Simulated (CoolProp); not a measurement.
R1233zd(E) along the isobar 24.7 bar: Z from the reference equation and from simpler models built on Tc = 438.9 K, pc = 35.83 bar, ω = 0.304; each cubic takes its own stable root.

The numbers come from the reference Helmholtz-energy equation of state, Akasaka 2022 in CoolProp.

| T (K) | phase | reference | van der Waals | Redlich-Kwong | Soave-Redlich-Kwong | Peng-Robinson |
|---|---|---|---|---|---|---|
| 323.6 | liquid | 0.09922 | 0.1657 | 0.1159 | 0.1105 | 0.09769 |
| 332.6 | liquid | 0.09845 | 0.1643 | 0.1155 | 0.1099 | 0.09713 |
| 341.6 | liquid | 0.09788 | 0.1634 | 0.1154 | 0.1097 | 0.09685 |
| 350.7 | liquid | 0.09752 | 0.1629 | 0.1157 | 0.1097 | 0.09688 |
| 359.7 | liquid | 0.09741 | 0.1629 | 0.1163 | 0.1102 | 0.09727 |
| 368.7 | liquid | 0.09757 | 0.1635 | 0.1175 | 0.1111 | 0.09807 |
| 377.8 | liquid | 0.09808 | 0.1649 | 0.1193 | 0.1126 | 0.09943 |
| 386.8 | liquid | 0.09901 | 0.1674 | 0.1219 | 0.1149 | 0.1015 |
| 395.8 | liquid | 0.1005 | 0.1718 | 0.1257 | 0.1183 | 0.1045 |
| 404.8 | liquid | 0.1030 | 0.6332 | 0.1317 | 0.1234 | 0.1092 |
| 413.9 | liquid | 0.1071 | 0.6698 | 0.6082 | 0.1321 | 0.1171 |
| 422.9 | gas | 0.6157 | 0.6984 | 0.6524 | 0.6388 | 0.6142 |
| 431.9 | gas | 0.6646 | 0.7222 | 0.6865 | 0.6817 | 0.6578 |
| 441 | gas | 0.7019 | 0.7427 | 0.7146 | 0.7158 | 0.6925 |
| 450 | gas | 0.7317 | 0.7605 | 0.7381 | 0.7437 | 0.7209 |

At some of these states van der Waals, Redlich-Kwong gives the other phase, because its saturation line lies elsewhere.
